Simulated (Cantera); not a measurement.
Thermodynamics of carbon deposition, reforming and gasification, feed C₃H₈ + H₂

A closed system holds: 1 mol C₃H₈, a varied amount of H₂, held at 54800 Torr.

These are equilibrium values from Cantera (NASA tables, ideal gas, pure condensed phases), not measurements of a reactor. Candidate condensed phases: C, C₆H₆, C₇H₈, C₈H₁₈; 76 gas species. The ideal-gas law is rough above about 30 bar. Rates play no part.

**Question.** Map the stable condensed phases over T = 500, 700, 900, 1100, 1300, 1500, 1700, 1900, 2100 °C and n(H₂) in mol = 3.5, 5.8, 8.1, 10, 13, 15, 17, 20, 22, 24, 27, 29, 31.

**Answer.** 
```
T in °C \ n(H₂) in mol
         3.5 5.8 8.1  10  13  15  17  20  22  24  27  29  31
   2100    A   A   A   A   A   A   A   A   A   A   A   A   A
   1900    A   A   A   A   A   A   A   A   A   A   A   A   A
   1700    A   A   A   A   A   A   A   A   A   A   A   A   A
   1500    A   A   A   A   A   A   A   A   A   A   A   A   A
   1300    A   A   A   A   A   A   A   A   A   A   B   B   B
   1100    A   A   A   A   B   B   B   B   B   B   B   B   B
    900    A   B   B   B   B   B   B   B   B   B   B   B   B
    700    B   B   B   B   B   B   B   B   B   B   B   B   B
    500    B   B   B   B   B   B   B   B   B   B   B   B   B
```
A: C; B: gas only.
